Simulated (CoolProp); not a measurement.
Fluoroethane (R161) along the isobar 5000 kPa: density (kg/m³) from the reference equation and from simpler models built on Tc = 375.2 K, pc = 5010 kPa, ω = 0.216; each cubic takes its own stable root.

Model: reference Helmholtz-energy equation of state, Wu 2012, in CoolProp.

```json
[
 {"T (K)": "253.4", "phase": "liquid", "reference": "798.3"},
 {"T (K)": "264.9", "phase": "liquid", "reference": "781.0"},
 {"T (K)": "276.5", "phase": "liquid", "reference": "762.4"},
 {"T (K)": "288", "phase": "liquid", "reference": "742.6"},
 {"T (K)": "299.6", "phase": "liquid", "reference": "720.8"},
 {"T (K)": "311.2", "phase": "liquid", "reference": "696.9"},
 {"T (K)": "322.7", "phase": "liquid", "reference": "670.6"},
 {"T (K)": "334.3", "phase": "liquid", "reference": "640.5"},
 {"T (K)": "345.8", "phase": "liquid", "reference": "605.7"},
 {"T (K)": "357.4", "phase": "liquid", "reference": "561.8"},
 {"T (K)": "368.9", "phase": "liquid", "reference": "494.8"},
 {"T (K)": "380.5", "phase": "gas", "reference": "155.1"},
 {"T (K)": "392", "phase": "gas", "reference": "123.3"},
 {"T (K)": "403.6", "phase": "gas", "reference": "108.2"},
 {"T (K)": "415.1", "phase": "gas", "reference": "98.51"},
 {"T (K)": "426.7", "phase": "gas", "reference": "91.26"}
]
```

Problem. How far does each simpler model (van der Waals, Redlich-Kwong) lie from the reference over these 16 states: mean and median of the absolute difference, and the worst?

Solution. 
- van der Waals: mean 29.6 %, median 42.0 %, worst -42.1 % at 288 K and 5000 kPa
- Redlich-Kwong: mean 14.6 %, median 17.9 %, worst -28.1 % at 368.9 K and 5000 kPa
